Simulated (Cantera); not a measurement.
A freely propagating, adiabatic, planar premixed flame of 6.32 % CH4, 0.594 % C2H6, 1.26 % C3H8, 19.1 % O2, 72.7 % N2, equivalence ratio 1.1, unburnt at 673 K and 0.158 atm; mixture-averaged transport, grid criteria slope 0.08 and curve 0.16, no radiation.

Model: GRI-Mech 3.0 (53 species, 325 reactions), integrated in Cantera. GRI-Mech 3.0 was tuned for natural gas; its chemistry of propane as a main component is partial and can be far from experiment. Burning velocities carry a grid error of a few per cent, more on coarse grids.

Question: Predict: laminar burning velocity; thermal thickness; peak x(C2H4); peak x(HCO).

Answer: laminar burning velocity: 224 cm/s
thermal thickness: 1.50 mm
peak x(C2H4): 0.00510
peak x(HCO): 0.000133
